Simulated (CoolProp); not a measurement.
n-nonane at 538.8 K and 0.326 MPa flows at 0.27 m/s in a round tube of 20 mm bore and 45 µm roughness, fully developed (64/Re and Nu = 3.66 if laminar; Colebrook and Gnielinski if turbulent). Each further row changes one setting.

Computed with CoolProp (reference Helmholtz-energy equation of state, Lemmon 2006). It is a short technical equation, of lower accuracy than the large ones.

| case | Reynolds number | Darcy friction factor | pressure drop (Pa/m) | heat-transfer coefficient (W/(m² K)) | mass flow (kg/h) |
|---|---|---|---|---|---|
| as stated | [?] | [?] | 0.712 | [?] | 3.09 |
| velocity 0.54 m/s | 11300 | 0.0333 | 2.46 | [?] | 6.18 |
| diameter 40 mm | 11300 | 0.0317 | 0.292 | 30.7 | 12.4 |

Question: Fill in the missing entries.

Answer: 
- as stated, Reynolds number: 5670
- as stated, Darcy friction factor: 0.0386
- as stated, heat-transfer coefficient (W/(m² K)): 34.4
- velocity 0.54 m/s, heat-transfer coefficient (W/(m² K)): 64.9

Viscosity comes from a separate model (Huber 2004). Thermal conductivity comes from a separate model (Huber 2005).
